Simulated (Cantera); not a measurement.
A Cantera script and what it prints.

```python
import numpy as np
import cantera as ct

gas_names = """
    Br Br2 H HBr HO2 H2 H2O H2O2 Mg MgBr MgBr2 MgH MgO MgOH MgO2H2 Mg2 O OH O2 O3
""".split()
cond_names = """
    Br2(cr) Br2(L) H2O(s) H2O(L) Mg(cr) Mg(L) MgBr2(s) MgBr2(L) MgO(s) MgO(L) MgO2H2(s)
""".split()


# ... load() reads the species with a 1 bar reference pressure and builds the phases ...
atoms = {
    'MgO': {'Mg': 1, 'O': 1},
    'Br2': {'Br': 2},
    'H2': {'H': 2},
}
top_T = {}  # K; cautious upper limits of use, not melting points


# ... equilibrate(T, P, feed) seeds the gas with the atoms and calls Mixture.equilibrate('TP', solver="vcs", rtol=1e-11, max_steps=5000) ...
results = []
feed = {'MgO': 1, 'Br2': 0.036, 'H2': 0.07}  # mol
P = 100000  # Pa
for T in [850, 950, 1050, 1150, 1250, 1350, 1450, 1550]:
    mix = equilibrate(T, P, feed)
    results.append((T, P, feed, dict(zip(mix.species_names, mix.species_moles))))

top = {s: max(r[3][s] / sum(r[3][g] for g in gas_names) for r in results) for s in gas_names}
cols = sorted((s for s in top if top[s] > 1e-05), key=lambda s: -top[s])[:9]
seen = [c for c in cond_names if any(r[3].get(c, 0) > 1e-12 for r in results)]
print("log10 of partial pressures in bar; condensed amounts in mol")
print(f"{'T/K':>10s}" + "".join(f"{s[:9]:>10s}" for s in cols + seen))
for T, P, feed, n in results:
    ng = sum(n[g] for g in gas_names)
    print(f"{T:10.4g}" + "".join(f"{np.log10(max(n[s] / ng * P / 1e5, 1e-99)):10.3f}" for s in cols)
          + "".join(f"{n.get(c, 0):10.4g}" for c in seen))
```

It prints:

```
log10 of partial pressures in bar; condensed amounts in mol
       T/K       HBr        H2       H2O     MgBr2        Br       Br2         H  MgBr2(s)  MgBr2(L)    MgO(s)
       850    -0.292    -0.442    -0.893    -4.365    -6.885    -7.483   -10.909   0.01203         0     0.988
       950    -0.214    -0.472    -1.289    -3.010    -5.810    -6.599    -9.491   0.00509         0    0.9948
      1050    -0.196    -0.486    -1.560    -2.060    -4.989    -5.983    -8.334         0  0.001962    0.9971
      1150    -0.205    -0.494    -1.556    -1.556    -4.335    -5.525    -7.374         0         0    0.9971
      1250    -0.228    -0.494    -1.361    -1.361    -3.802    -5.176    -6.563         0         0    0.9954
      1350    -0.256    -0.494    -1.206    -1.206    -3.357    -4.897    -5.870         0         0    0.9934
      1450    -0.290    -0.493    -1.083    -1.083    -2.981    -4.674    -5.271         0         0    0.9912
      1550    -0.328    -0.493    -0.986    -0.986    -2.661    -4.497    -4.748         0         0     0.989
```

Method: chemical equilibrium by Gibbs-energy minimisation in Cantera with the NASA 1993 tables (ideal gas, pure condensed phases). Mutual solubility and eutectic melting of coexisting phases are not modelled.
